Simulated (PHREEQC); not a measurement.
Make-up at 45 °C: 0.026 mol KH2PO4 and 0.00019 mol H4SiO4 per kg of water. Closed to the air; pH follows from the charge balance.

Computed with PHREEQC (ion-association model, phreeqc.dat).

### Question
The ionic strength comes out as 0.0261 mol/kgw. What activity coefficients do HPO4-2, H+, K+, KHPO4-, H2PO4- get?

### Answer
HPO4-2 0.54, H+ 0.87, K+ 0.85, KHPO4- 0.86, H2PO4- 0.86.

Precipitation was switched off in this run. Complexes and solids missing from the database can't appear. At this temperature some constants are extrapolated from 25 °C, and those without enthalpy data are left unchanged.
